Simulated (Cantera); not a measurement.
Cantera run:

```python
import numpy as np
import cantera as ct

gas_names = """
    Cu CuO Cu2 H HNO HNO2 HNO3 HO2 H2 H2O H2O2 N NH NH2 NH3 NH2OH NO NO2 NO3 N2 N2H2 N2H4 N2O O OH O2 O3
""".split()
cond_names = """
    Cu(cr) Cu(L) CuO(s) CuO2H2(s) Cu2O(s) Cu2O(L) H2O(s) H2O(L)
""".split()


# ... load() reads the species with a 1 bar reference pressure and builds the phases ...
atoms = {
    'Cu2O': {'Cu': 2, 'O': 1},
    'H2': {'H': 2},
    'N2': {'N': 2},
}
top_T = {'CuO(s)': 1390}  # K; cautious upper limits of use, not melting points


# ... equilibrate(T, P, feed) seeds the gas with the atoms and calls Mixture.equilibrate('TP', solver="vcs", rtol=1e-11, max_steps=5000) ...
results = []
feed = {'Cu2O': 1, 'H2': 2.4, 'N2': 8}  # mol
P = 13332.2  # Pa
for T in [1750, 1800, 1850, 1900, 1950, 2000, 2050, 2100]:
    mix = equilibrate(T, P, feed)
    results.append((T, P, feed, dict(zip(mix.species_names, mix.species_moles))))
    x = sorted(zip(gas.X, gas.species_names), reverse=True)
    print(f"T = {T:g} K  P = {P:g} Pa  gas = {mix.phase_moles(0):.4g} mol")
    print("   x: " + "  ".join(f"{s} {v:.3e}" for v, s in x if v > 1e-05))
    print("   condensed (mol): " + ("  ".join(f"{mix.phase(i).name} {mix.phase_moles(i):.4g}"
          for i in range(1, mix.n_phases) if mix.phase_moles(i) > 1e-12) or "none"))
```

It prints:

```
T = 1750 K  P = 13332.2 Pa  gas = 10.42 mol
   x: N2 7.674e-01  H2 1.342e-01  H2O 9.592e-02  Cu 2.240e-03  H 2.333e-04
   condensed (mol): Cu(L) 1.977
T = 1800 K  P = 13332.2 Pa  gas = 10.44 mol
   x: N2 7.660e-01  H2 1.339e-01  H2O 9.573e-02  Cu 4.061e-03  H 3.588e-04  OH 1.694e-05
   condensed (mol): Cu(L) 1.957
T = 1850 K  P = 13332.2 Pa  gas = 10.48 mol
   x: N2 7.635e-01  H2 1.334e-01  H2O 9.541e-02  Cu 7.124e-03  H 5.388e-04  OH 2.848e-05  Cu2 1.684e-05
   condensed (mol): Cu(L) 1.925
T = 1900 K  P = 13332.2 Pa  gas = 10.53 mol
   x: N2 7.596e-01  H2 1.326e-01  H2O 9.489e-02  Cu 1.212e-02  H 7.913e-04  OH 4.653e-05  Cu2 3.490e-05
   condensed (mol): Cu(L) 1.872
T = 1950 K  P = 13332.2 Pa  gas = 10.62 mol
   x: N2 7.533e-01  H2 1.313e-01  H2O 9.408e-02  Cu 2.004e-02  H 1.138e-03  OH 7.402e-05  Cu2 6.950e-05
   condensed (mol): Cu(L) 1.786
T = 2000 K  P = 13332.2 Pa  gas = 10.76 mol
   x: N2 7.436e-01  H2 1.294e-01  H2O 9.283e-02  Cu 3.230e-02  H 1.602e-03  Cu2 1.335e-04  OH 1.148e-04
   condensed (mol): Cu(L) 1.65
T = 2050 K  P = 13332.2 Pa  gas = 10.97 mol
   x: N2 7.290e-01  H2 1.266e-01  H2O 9.094e-02  Cu 5.080e-02  H 2.211e-03  Cu2 2.478e-04  OH 1.735e-04  NO 1.509e-05
   condensed (mol): Cu(L) 1.437
T = 2100 K  P = 13332.2 Pa  gas = 11.31 mol
   x: N2 7.075e-01  H2 1.225e-01  H2O 8.815e-02  Cu 7.815e-02  H 2.986e-03  Cu2 4.458e-04  OH 2.559e-04  NO 2.404e-05
   condensed (mol): Cu(L) 1.106
```

These are equilibrium values from Cantera (NASA tables, ideal gas, pure condensed phases), not measurements of a reactor.
